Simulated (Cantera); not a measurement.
Charge: 1 mol Si, 0.55 mol Cl2, 0.52 mol H2, at 101000 Pa.

These are equilibrium values from Cantera (NASA tables, ideal gas, pure condensed phases), not measurements of a reactor. Candidate condensed phases: Si; 19 gas species. The tables' values for SiCl3 are old estimates; treat these amounts as uncertain. Equilibrium is a limit: real reactors are often held back by kinetics, nucleation or transport.

Problem. At 525 °C, list the 5 most abundant gas species with their mole fractions, and the condensed phases.

Solution. H2 0.615, SiCl4 0.274, SiHCl3 0.106, SiH2Cl2 0.00328, HCl 0.00141. Condensed: Si(s).
